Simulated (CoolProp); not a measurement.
Values from CoolProp's reference Helmholtz-energy equation of state, Thol 2015.

Q: Give the vapour pressure (MPa), liquid density (kg/m³), liquid cp (kJ/(kg K)), vapour Z of saturated octamethylcyclotetrasiloxane (D4) at 516, 569.5 K.

A: 
```json
[
 {"T (K)": "516", "p (MPa)": "0.427", "liquid density (kg/m³)": "657", "liquid cp (kJ/(kg K))": "2.20", "vapour Z": "0.778"},
 {"T (K)": "569.5", "p (MPa)": "1.04", "liquid density (kg/m³)": "514", "liquid cp (kJ/(kg K))": "2.74", "vapour Z": "0.535"}
]
```
